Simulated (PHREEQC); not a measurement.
Dissolve 1.4 mmol/kgw HF, 0.039 mmol/kgw NH4F, 0.072 mmol/kgw H4SiO4 and 100 mmol/kgw HCl at 25 °C. Closed to the air; pH follows from the charge balance.

Equilibrium calculation in PHREEQC: ion-association model, wateq4f.dat.

This is a speciation only: nothing precipitates in the calculation.

Question: Estimate the pH.

Answer: pH 1.08.

Question: In which forms is F present?

Answer: HF 98 %, F- 1.1 %, H2F2 0.7 % of the F.

SiF6-2 is the database's only silicon fluoride.
